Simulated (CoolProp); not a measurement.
Vapour-liquid equilibrium of R152A (1) + R113 (2) at 70.35 °C; x and y are mole fractions of (1).

The numbers come from the multi-fluid Helmholtz-energy mixture model, Outcalt 1996 and Marx 1992; pair parameters Bell 2016 in CoolProp.

```tsv
x	bubble pressure, mixture model (MPa)	bubble pressure, Raoult's law (MPa)	y, mixture model	y, Raoult's law
0.05	0.3334	0.2883	0.392	0.330
0.2	0.6786	0.5429	0.714	0.700
0.35	0.9558	0.7976	0.810	0.834
0.5	1.180	1.052	0.860	0.903
0.65	1.380	1.307	0.898	0.946
0.8	1.583	1.562	0.935	0.974
0.95	1.815	1.816	0.981	0.994
```

The largest gap from Raoult's law is +25.0 % in bubble pressure, at x = 0.2. No azeotrope shows between x = 0.05 and 0.95.

Pair parameters are fitted to limited data, so mixtures are less certain than the pure fluids.
